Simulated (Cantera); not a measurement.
An adiabatic, constant-volume homogeneous reactor starts with CH4 : O2 : N2 = 1 : 0.833 : 3.13 (molar parts), at 1750 K and 3080 Torr.

Detailed kinetics in Cantera: GRI-Mech 3.0 (53 species, 325 reactions).

**Question.** Predict: time of steepest temperature rise; temperature at 8.00 s; equilibrium temperature; x(CH4) at 8.00 s; x(O2) at 8.00 s; x(CO2) at 8.00 s; x(H) at 8.00 s; x(H2) at 8.00 s; x(H2O2) at 8.00 s.

**Answer.** 
- time of steepest temperature rise = 55.6 µs
- temperature at 8.00 s = 2802 K
- equilibrium temperature = 2802 K
- x(CH4) at 8.00 s = 1.21e-9 (gas-phase equilibrium 1.36e-9)
- x(O2) at 8.00 s = 1.14e-5 (gas-phase equilibrium 1.14e-5)
- x(CO2) at 8.00 s = 0.00957 (gas-phase equilibrium 0.00957)
- x(H) at 8.00 s = 0.0136 (gas-phase equilibrium 0.0136)
- x(H2) at 8.00 s = 0.220 (gas-phase equilibrium 0.220)
- x(H2O2) at 8.00 s = 1.17e-8 (gas-phase equilibrium 1.17e-8)
